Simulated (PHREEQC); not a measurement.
Dissolve 7.5 mmol/kgw HCl, 23 mmol/kgw Al2(SO4)3 and 0.057 mmol/kgw Na2SO4 at 25 °C. Closed to the air; pH follows from the charge balance.

Equilibrium calculation in PHREEQC: ion-association model, phreeqc.dat.

No solid was allowed to form.

Question: Order these Al species by the share of Al that they hold, largest first: Al+3, Al(SO4)2-, AlSO4+.

Answer: AlSO4+ (71 %), Al(SO4)2- (16 %), Al+3 (13 %)

The pH is 2.45 and the ionic strength 0.0924 mol/kgw.
